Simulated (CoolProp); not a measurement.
Vapour-liquid equilibrium of R143a (1) + R1234yf (2) at -42.65 °C; x and y are mole fractions of (1).

The numbers come from the multi-fluid Helmholtz-energy mixture model, Lemmon and Jacobsen 2000 and Lemmon 2022; pair parameters Bell 2016 in CoolProp.

Give the bubble pressure and the first vapour's composition at x = 0.5, 0.65, 0.8. Is there an azeotrope?

x = 0.5: 0.09214 MPa, y = 0.687; x = 0.65: 0.1022 MPa, y = 0.798; x = 0.8: 0.1122 MPa, y = 0.892. No azeotrope shows between x = 0.05 and 0.95.

Pair parameters are fitted to limited data, so mixtures are less certain than the pure fluids.
